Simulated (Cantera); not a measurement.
A perfectly stirred reactor is fed with 1.00 % CH4, 99.0 % N2, at 10.00 Torr; it is held at 1750 K, and followed from long to short residence time.

Detailed kinetics in Cantera: GRI-Mech 3.0 (53 species, 325 reactions). GRI-Mech 3.0 stops at C3 and has no aromatics, soot or wall deposition, so with more carbon than oxygen in the feed, carbon stays in small species such as C2H2 where larger ones or solid carbon would form. Radical loss at walls, strong at low pressure, is not modelled.

x: mole fraction; the columns are a selection and need not sum to one.

| τ (s) | x CH4 | x C2H2 | x H2 | x H | x HCN | x C2H4 |
|---|---|---|---|---|---|---|
| 21 | 0.000369 | 0.00463 | 0.0142 | ? | 0.000215 | 2.92e-6 |
| 5.5 | 0.000956 | 0.00438 | 0.0133 | ? | 6.04e-5 | 1.29e-5 |
| 1.5 | 0.00225 | 0.00369 | 0.0113 | ? | 1.52e-5 | 4.90e-5 |
| 0.39 | 0.00476 | 0.00229 | 0.00732 | ? | 2.69e-6 | 0.000150 |
| 0.10 | 0.00814 | 0.000560 | 0.00223 | ? | 1.62e-7 | 0.000195 |
| 0.028 | 0.00975 | 1.78e-5 | 0.000184 | ? | 2.01e-9 | 2.68e-5 |
| 0.0073 | 0.00996 | 1.18e-7 | 2.26e-5 | ? | 4.06e-11 | 7.13e-7 |
| 0.0019 | 0.00999 | 5.54e-10 | 5.09e-6 | ? | 1.28e-12 | 1.29e-8 |
| 0.00051 | 0.01000 | 2.30e-12 | 1.07e-6 | ? | <1e-12 | 2.01e-10 |

Question: Fill in the missing entries.

Answer: 
- 21, x H: 9.49e-5
- 5.5, x H: 7.00e-5
- 1.5, x H: 4.85e-5
- 0.39, x H: 2.77e-5
- 0.10, x H: 8.72e-6
- 0.028, x H: 1.41e-6
- 0.0073, x H: 6.49e-7
- 0.0019, x H: 5.58e-7
- 0.00051, x H: 4.38e-7
